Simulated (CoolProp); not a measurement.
Model: reference Helmholtz-energy equation of state, Lemmon 2006, in CoolProp. It is a short technical equation, of lower accuracy than the large ones.

### Question
Give the vapour pressure (kPa), liquid density (kg/m³), enthalpy of vaporisation (kJ/kg), vapour Z of saturated n-nonane at 385.7 K.

### Answer
| T (K) | p (kPa) | liquid density (kg/m³) | enthalpy of vaporisation (kJ/kg) | vapour Z |
|---|---|---|---|---|
| 385.7 | 32.6 | 643 | 313 | 0.974 |
